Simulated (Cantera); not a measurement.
Gas mixture: 100 % N2, at 0.987 atm, frozen composition.

Cantera's kinetic-theory transport with the Lennard-Jones parameters of GRI-Mech 3.0, ideal gas; thermal conductivity in the multicomponent form.

D: mixture-averaged diffusion coefficient of that species in the mixture.

```
T (K)  ρ (kg/m³)  cp (J/kg/K)  μ (µPa s)  λ (mW/m/K)     Pr  D (cm²/s) N2  D (cm²/s) H2  D (cm²/s) O
-----  ---------  -----------  ---------  ----------  -----  ------------  ------------  -----------
400        0.842         1047       22.3        32.9  0.710         0.000          1.29        0.541
650        0.518         1084          …           …  0.706         0.000             …            …
900        0.374         1147          …           …  0.706         0.000             …            …
1150       0.293         1195       45.5        77.0  0.706         0.000          7.47         3.19
1400       0.241         1231       51.6        90.1  0.706         0.000          10.4         4.42
1650       0.204         1258       57.4         102  0.705         0.000          13.6         5.81
```

### Question
Fill in the missing entries.

### Answer

- 650, μ (µPa s): 31.2
- 650, λ (mW/m/K): 47.9
- 650, D (cm²/s) H2: 2.90
- 650, D (cm²/s) O: 1.23
- 900, μ (µPa s): 38.7
- 900, λ (mW/m/K): 62.9
- 900, D (cm²/s) H2: 4.98
- 900, D (cm²/s) O: 2.12
